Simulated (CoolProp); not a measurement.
Computed with CoolProp (reference Helmholtz-energy equation of state, Lemmon 2006). It is a short technical equation, of lower accuracy than the large ones.

**Question.** For carbon monoxide, give the phase and the speed of sound (m/s), Joule-Thomson coefficient (K/MPa) at 184.7 K and 1.01 bar.

**Answer.** 
- 184.7 K and 1.01 bar: gas; speed of sound 277, Joule-Thomson coefficient 6.08
